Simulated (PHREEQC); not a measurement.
**Ultrapure water in contact with air or piping (model solution)**

Synthetic water in mmol/kgw, 25 °C, pH 6.12, pe 0.4: Na 0.000549; K 2.25e-06; Ca 0.000205; Mg 2.53e-05; Cl 0.000188; S(6) 0.000189; Alkalinity (meq/kgw) 0.000482; N(-3) 4.27e-06; B 1.16e-07; Br 1.1e-06; Sr 9.18e-06; Fe(2) 1.1e-06; Ba 5.27e-06.

Na is adjusted to close the charge balance.
Valence states are taken as typed.

The numbers come from PHREEQC with the ion-association model, wateq4f.dat.

Precipitation was switched off in this run.

Problem. Predict the ionic strength.

Solution. ionic strength 2.24e-6 mol/kgw.

Problem. In which forms is C present?

Solution. CO2 63 %, HCO3- 37 % of the C.
